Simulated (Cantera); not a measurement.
Charge: 1 mol B2O3, 7.5 mol HF, 1.5 mol N2, 4.7 mol Cl2, equilibrated at 1527 °C and 133 Pa.

Method: chemical equilibrium by Gibbs-energy minimisation in Cantera with the NASA 1993 tables (ideal gas, pure condensed phases). Candidate condensed phases: B, BN, B2O3, B3O3H3, H2O, NH4Cl; 75 gas species. The tables' values for BOCl are old estimates; treat these amounts as uncertain. Equilibrium is a limit: real reactors are often held back by kinetics, nucleation or transport.

Base state: Cl 0.380, HF 0.281, HCl 0.119, BOF 0.100, N2 0.0800, O2 0.0291, BF3 0.00666, Cl2 0.00193 (mole fractions); condensed: gas only.

Problem. What changes in the equilibrium state with this change: temperature from 1527 °C to 775 °C?

Solution. 
```csv
species,before,after
HCl,0.119,0.410
BF3,0.00666,0.139
Cl2,0.00193,0.121
Cl,0.380,0.00737
HF,0.281,0.109
BOF,0.100,0.00119
O2,0.0291,0.103
N2,0.0800,0.105
F,0.000196,<1e-9
B3O3F3,<1e-9,0.000131
O,0.000568,5.57e-9
BO2,2.91e-5,<1e-9
```
